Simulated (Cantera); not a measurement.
Input (Python, Cantera) and output of one run.

```python
import numpy as np
import cantera as ct

gas_names = """
    CL CL2 H HCL H2 Si SiCL SiCL2 SiCL3 SiCL4 SiH SiHCL3 SiH2 SiH2CL2 SiH3 SiH3CL SiH4 Si2 Si3
""".split()
cond_names = """
    Si(cr) Si(L)
""".split()


def load(file, names, dense=False):
    # The tables refer to 1 bar. Condensed volumes are neglected.
    table = {s.name: s for s in ct.Species.list_from_file(file)}
    out = []
    for n in names:
        d = dict(table[n].input_data)
        d["thermo"] = dict(d["thermo"], **{"reference-pressure": 1e5})
        if dense:
            d["equation-of-state"] = {"model": "constant-volume", "density": "1e6 g/cm^3"}
        out.append(ct.Species.from_dict(d))
    return out


gas = ct.Solution(thermo="ideal-gas", species=load("nasa_gas.yaml", gas_names))
cond = {s.name: ct.Solution(thermo="fixed-stoichiometry", species=[s], name=s.name)
        for s in load("nasa_condensed.yaml", cond_names, dense=True)}
atoms = {
    'SiCl4': {'Si': 1, 'CL': 4},
    'H2': {'H': 2},
}
top_T = {}  # K; cautious upper limits of use, not melting points


def equilibrate(T, P, feed):
    n = {}
    for name, mol in feed.items():
        for a, k in atoms[name].items():
            n[a] = n.get(a, 0.0) + k * mol
    gas.TPX = T, P, n
    mass = sum(n.values()) * gas.mean_molecular_weight
    gas.equilibrate("TP")
    valid = [c for c in cond.values() if c.min_temp <= T <= top_T.get(c.name, c.max_temp)]
    mix = ct.Mixture([(gas, mass / gas.mean_molecular_weight)] + [(c, 0.0) for c in valid])
    mix.T, mix.P = T, P
    mix.equilibrate("TP", solver="vcs", rtol=1e-11, max_steps=5000)
    return mix


results = []
feed = {'SiCl4': 1, 'H2': 3.1}  # mol
P = 1900000  # Pa
for T in [898, 948, 998, 1048, 1098, 1148, 1198, 1248, 1298, 1348, 1398, 1448]:
    mix = equilibrate(T, P, feed)
    results.append((T, P, feed, dict(zip(mix.species_names, mix.species_moles))))

top = {s: max(r[3][s] / sum(r[3][g] for g in gas_names) for r in results) for s in gas_names}
cols = sorted((s for s in top if top[s] > 0.001), key=lambda s: -top[s])[:6]
seen = [c for c in cond_names if any(r[3].get(c, 0) > 1e-12 for r in results)]
print("log10 of partial pressures in bar; condensed amounts in mol")
print(f"{'T/K':>10s}" + "".join(f"{s[:9]:>10s}" for s in cols + seen))
for T, P, feed, n in results:
    ng = sum(n[g] for g in gas_names)
    print(f"{T:10.4g}" + "".join(f"{np.log10(max(n[s] / ng * P / 1e5, 1e-99)):10.3f}" for s in cols)
          + "".join(f"{n.get(c, 0):10.4g}" for c in seen))
```

It prints:

```
log10 of partial pressures in bar; condensed amounts in mol
       T/K        H2     SiCL4       HCL    SiHCL3     SiCL3     SiCL2
       898     1.145     0.626    -0.388    -0.396    -3.364    -5.669
       948     1.142     0.616    -0.289    -0.301    -2.937    -4.961
       998     1.138     0.604    -0.201    -0.217    -2.556    -4.327
      1048     1.134     0.590    -0.122    -0.144    -2.215    -3.757
      1098     1.130     0.576    -0.051    -0.080    -1.907    -3.242
      1148     1.125     0.560     0.013    -0.026    -1.630    -2.776
      1198     1.120     0.543     0.073     0.020    -1.379    -2.355
      1248     1.115     0.524     0.128     0.058    -1.154    -1.974
      1298     1.110     0.504     0.181     0.087    -0.951    -1.630
      1348     1.104     0.481     0.232     0.107    -0.771    -1.322
      1398     1.097     0.455     0.282     0.116    -0.612    -1.049
      1448     1.090     0.425     0.333     0.115    -0.475    -0.810
```

Method: chemical equilibrium by Gibbs-energy minimisation in Cantera with the NASA 1993 tables (ideal gas, pure condensed phases). The tables' values for SiCl3 are old estimates; treat these amounts as uncertain.
